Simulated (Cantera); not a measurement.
Input: 1 mol Al, 5.6 mol H2O, 4.2 mol H2, at 1425 °C and 0.210 bar.

Cantera equilibrium calculation (NASA polynomials, part measured and part estimated; ideal gas, pure solids and liquids). Candidate condensed phases: Al, Al2O3, H2O; 19 gas species. Gases not in the tables: Al(OH)3. Equilibrium is a limit: real reactors are often held back by kinetics, nucleation or transport.

Base state: H2 0.581, H2O 0.418, H 0.000241 (mole fractions); condensed: Al2O3(s).

### Question
What changes in the equilibrium state with this change: pressure from 0.210 bar to 65.0 Pa?

### Answer
```json
[
 {"species": "H2", "before": "0.581", "after": "0.578"},
 {"species": "H2O", "before": "0.418", "after": "0.417"},
 {"species": "H", "before": "0.000241", "after": "0.00432"},
 {"species": "OH", "before": "8.91e-6", "after": "0.000160"},
 {"species": "Al2O3(s), mol", "before": "0.500", "after": "0.500"}
]
```
